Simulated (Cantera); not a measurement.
Cantera run:

```python
import numpy as np
import cantera as ct

gas_names = """
    B BH BH2 BH3 BN B2 H H2 N NH NH2 NH3 N2 N2H2 N2H4
""".split()
cond_names = """
    B(b) B(L) BN(s)
""".split()


# ... load() reads the species with a 1 bar reference pressure and builds the phases ...
atoms = {
    'B2H6': {'B': 2, 'H': 6},
    'NH3': {'N': 1, 'H': 3},
}
top_T = {'BN(s)': 3200}  # K; cautious upper limits of use, not melting points


# ... equilibrate(T, P, feed) seeds the gas with the atoms and calls Mixture.equilibrate('TP', solver="vcs", rtol=1e-11, max_steps=5000) ...
results = []
feed = {'B2H6': 1, 'NH3': 13}  # mol
T = 1975  # K
for P in [10, 46, 220, 1000, 4600, 22000, 100000]:
    mix = equilibrate(T, P, feed)
    results.append((T, P, feed, dict(zip(mix.species_names, mix.species_moles))))
    x = sorted(zip(gas.X, gas.species_names), reverse=True)
    print(f"T = {T:g} K  P = {P:g} Pa  gas = {mix.phase_moles(0):.4g} mol")
    print("   x: " + "  ".join(f"{s} {v:.3e}" for v, s in x if v > 0.0001))
    print("   condensed (mol): " + ("  ".join(f"{mix.phase(i).name} {mix.phase_moles(i):.4g}"
          for i in range(1, mix.n_phases) if mix.phase_moles(i) > 1e-12) or "none"))
```

It prints:

```
T = 1975 K  P = 10 Pa  gas = 30.76 mol
   x: H2 6.751e-01  N2 2.113e-01  H 1.124e-01  B 8.745e-04  BH2 2.732e-04
   condensed (mol): B(b) 1.964
T = 1975 K  P = 46 Pa  gas = 28.81 mol
   x: H2 7.530e-01  N2 1.911e-01  H 5.536e-02  BH2 2.919e-04  B 1.821e-04
   condensed (mol): BN(s) 1.986
T = 1975 K  P = 220 Pa  gas = 28.37 mol
   x: H2 7.801e-01  N2 1.940e-01  H 2.577e-02  BH2 1.373e-04
   condensed (mol): BN(s) 1.996
T = 1975 K  P = 1000 Pa  gas = 28.17 mol
   x: H2 7.925e-01  N2 1.953e-01  H 1.218e-02
   condensed (mol): BN(s) 1.998
T = 1975 K  P = 4600 Pa  gas = 28.08 mol
   x: H2 7.984e-01  N2 1.959e-01  H 5.701e-03
   condensed (mol): BN(s) 1.999
T = 1975 K  P = 22000 Pa  gas = 28.04 mol
   x: H2 8.012e-01  N2 1.962e-01  H 2.611e-03
   condensed (mol): BN(s) 2
T = 1975 K  P = 100000 Pa  gas = 28.02 mol
   x: H2 8.025e-01  N2 1.963e-01  H 1.226e-03
   condensed (mol): BN(s) 2
```

These are equilibrium values from Cantera (NASA tables, ideal gas, pure condensed phases), not measurements of a reactor. The feed counts by its element totals alone. The tables' values for BH2 are old estimates; treat these amounts as uncertain.
